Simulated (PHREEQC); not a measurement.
Make-up at 25 °C: 0.00042 mol Ca(OH)2 per kg of water. Closed to the air; pH follows from the charge balance.

Model: ion-association model, phreeqc.dat, run in PHREEQC.

```csv
quantity,before,after
pH,10.90,11.57
CaOH+ (mol/kgw),4.86e-6,9.74e-5
```

Task: What was changed between the two runs?
A. Ca(OH)2 from 0.00042 to 0.000378 mol/kgw
B. diluted 5-fold with water
C. diluted 10-fold with water
D. Ca(OH)2 from 0.00042 to 0.0021 mol/kgw
E. Ca(OH)2 replaced by CaCl2 at the same molality

Result: D, Ca(OH)2 from 0.00042 to 0.0021 mol/kgw

This is a speciation only: nothing precipitates in the calculation.
